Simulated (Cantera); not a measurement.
What does this Cantera script print?

```python
import numpy as np
import cantera as ct

gas_names = [...]  # 95 gases of nasa_gas.yaml made of C, F, H
cond_names = """
    C(gr) C6H6(L) C7H8(L) C8H18(L),n-octa
""".split()


# ... load() reads the species with a 1 bar reference pressure and builds the phases ...
atoms = {
    'C2F6': {'C': 2, 'F': 6},
    'H2': {'H': 2},
}
top_T = {'C(gr)': 4500}  # K; cautious upper limits of use, not melting points


# ... equilibrate(T, P, feed) seeds the gas with the atoms and calls Mixture.equilibrate('TP', solver="vcs", rtol=1e-11, max_steps=5000) ...
results = []
feed = {'C2F6': 1, 'H2': 4.6}  # mol
P = 13332.2  # Pa
for T in [1550, 1625, 1700, 1775, 1850, 1925, 2000, 2075, 2150, 2225, 2300, 2375, 2450]:
    mix = equilibrate(T, P, feed)
    results.append((T, P, feed, dict(zip(mix.species_names, mix.species_moles))))

top = {s: max(r[3][s] / sum(r[3][g] for g in gas_names) for r in results) for s in gas_names}
cols = sorted((s for s in top if top[s] > 1e-05), key=lambda s: -top[s])[:8]
seen = [c for c in cond_names if any(r[3].get(c, 0) > 1e-12 for r in results)]
print("log10 of partial pressures in bar; condensed amounts in mol")
print(f"{'T/K':>10s}" + "".join(f"{s[:9]:>10s}" for s in cols + seen))
for T, P, feed, n in results:
    ng = sum(n[g] for g in gas_names)
    print(f"{T:10.4g}" + "".join(f"{np.log10(max(n[s] / ng * P / 1e5, 1e-99)):10.3f}" for s in cols)
          + "".join(f"{n.get(c, 0):10.4g}" for c in seen))
```

It prints:

```
log10 of partial pressures in bar; condensed amounts in mol
       T/K        HF        H2         H C2H2,acet         F       C2H       CH4     C(gr)
      1550    -0.978    -1.552    -5.278    -6.347    -9.113   -12.667    -5.796         2
      1625    -0.978    -1.552    -4.927    -6.001    -8.553   -11.792    -5.936         2
      1700    -0.978    -1.552    -4.608    -5.686    -8.042   -10.995    -6.065         2
      1775    -0.978    -1.552    -4.315    -5.399    -7.573   -10.265    -6.182         2
      1850    -0.978    -1.553    -4.045    -5.135    -7.142    -9.595    -6.290     1.999
      1925    -0.978    -1.554    -3.796    -4.893    -6.744    -8.978    -6.389     1.999
      2000    -0.978    -1.555    -3.566    -4.669    -6.376    -8.408    -6.482     1.998
      2075    -0.978    -1.557    -3.353    -4.463    -6.033    -7.880    -6.568     1.996
      2150    -0.979    -1.559    -3.155    -4.272    -5.714    -7.390    -6.651     1.994
      2225    -0.980    -1.563    -2.970    -4.096    -5.416    -6.933    -6.730     1.991
      2300    -0.980    -1.569    -2.799    -3.933    -5.136    -6.508    -6.807     1.986
      2375    -0.982    -1.576    -2.639    -3.783    -4.873    -6.111    -6.884     1.981
      2450    -0.983    -1.587    -2.490    -3.646    -4.624    -5.741    -6.962     1.973
```

Method: chemical equilibrium by Gibbs-energy minimisation in Cantera with the NASA 1993 tables (ideal gas, pure condensed phases). The feed counts by its element totals alone.
